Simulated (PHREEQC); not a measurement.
Solution (45 °C): 0.0087 mol ZnCl2, 0.025 mol KCl and 0.11 mol HCl per kg of water. Closed to the air; pH follows from the charge balance.

All values are PHREEQC results (ion-association model, phreeqc.dat), not measurements.

This is a speciation only: nothing precipitates in the calculation.

Order these Zn species by the share of Zn that they hold, largest first: ZnCl+, Zn+2, ZnCl2, ZnCl3-.

Zn+2 (76 %), ZnCl+ (22 %), ZnCl2 (1.9 %), ZnCl3- (0.37 %)

The pH is 1.05 and the ionic strength 0.157 mol/kgw. Away from 25 °C the constants follow the database's enthalpies or fits; those with neither stay at their 25 °C values.
